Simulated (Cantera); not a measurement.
**Catalytic combustion on Pt**

An isothermal plug-flow reactor at 698 K and 3.70 bar (inlet), inlet velocity 0.84 m/s, active area per volume 8900 1/m; feed 1.86 % H₂, 8.22 % O₂, 86.6 % N₂, 3.29 % H₂O.

Detailed kinetics in Cantera: Deutschmann's 1995 Pt surface mechanism with GRI-Mech 3.0 gas chemistry. Catalytic surfaces can have several steady states; this one follows from the mechanism file's or the stated starting coverage. Mass transfer to the wall is taken as infinitely fast.

```
z (m)        x H₂    x O₂   x H₂O  θ free Pt   θ O*    θ OH*
-------  --------  ------  ------  ---------  -----  -------
5.5e-05   0.00202  0.0745  0.0499     0.0488  0.933   0.0183
9.1e-05   0.00126  0.0742  0.0507     0.0309  0.954   0.0148
0.00015  0.000775  0.0740  0.0512     0.0195  0.969   0.0119
0.00025  0.000459  0.0738  0.0515     0.0125  0.978  0.00957
0.00042  0.000256  0.0737  0.0518    0.00839  0.984  0.00788
0.00071  0.000127  0.0737  0.0519    0.00617  0.987  0.00677
0.0012    5.08e-5  0.0736  0.0520    0.00506  0.989  0.00614
0.002     1.38e-5  0.0736  0.0520    0.00460  0.990  0.00586
0.0033    1.88e-6  0.0736  0.0520    0.00445  0.990  0.00577
0.0055    6.74e-8  0.0736  0.0520    0.00443  0.990  0.00575
```
x: gas mole fraction; θ: surface coverage.
